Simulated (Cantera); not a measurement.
## Hydrocarbon pyrolysis for carbon deposition

An isothermal, constant-pressure homogeneous reactor starts with 11.2 % C₂H₆, 86.6 % N₂, 2.14 % H₂O, at 1775 K and 0.110 bar.

Detailed kinetics in Cantera: GRI-Mech 3.0 (53 species, 325 reactions). GRI-Mech 3.0 stops at C3 and has no aromatics, soot or wall deposition, so with more carbon than oxygen in the feed, carbon stays in small species such as C2H2 where larger ones or solid carbon would form.

| t (s) | x C₂H₆ | x H | x C₂H₄ | x CH₄ | x C₂H₂ | x CH₂ |
|---|---|---|---|---|---|---|
| 0.000300 | 0.000390 | 0.000871 | 0.0221 | 0.0336 | 0.0550 | 1.91e-5 |
| 0.000850 | 6.00e-5 | 0.000406 | 0.00746 | 0.0314 | 0.0711 | 4.38e-6 |
| 0.00241 | 2.13e-5 | 0.000261 | 0.00158 | 0.0290 | 0.0779 | 1.73e-6 |
| 0.00682 | 1.29e-5 | 0.000237 | 0.000419 | 0.0254 | 0.0804 | 1.22e-6 |
| 0.0193 | 7.49e-6 | 0.000261 | 0.000244 | 0.0188 | 0.0832 | 1.02e-6 |
| 0.0548 | 2.64e-6 | 0.000308 | 0.000112 | 0.0104 | 0.0864 | 7.22e-7 |
| 0.155 | 6.37e-7 | 0.000365 | 6.35e-5 | 0.00470 | 0.0875 | 4.35e-7 |
| 0.440 | 2.29e-7 | 0.000389 | 5.49e-5 | 0.00279 | 0.0854 | 2.73e-7 |
| 1.25 | 7.25e-8 | 0.000395 | 5.19e-5 | 0.00162 | 0.0824 | 1.44e-7 |
| 3.53 | 7.29e-9 | 0.000398 | 5.10e-5 | 0.000502 | 0.0814 | 4.20e-8 |
| 10.0 | 1.73e-9 | 0.000399 | 5.10e-5 | 0.000207 | 0.0815 | 1.73e-8 |
x: mole fraction; the columns are a selection and need not sum to one.

Equilibrium at this temperature and pressure: C₂H₆ 7.45e-10, H 0.000399, C₂H₄ 2.23e-5, CH₄ 0.000135, C₂H₂ 0.0355, CH₂ 1.13e-8 (gas phase only).
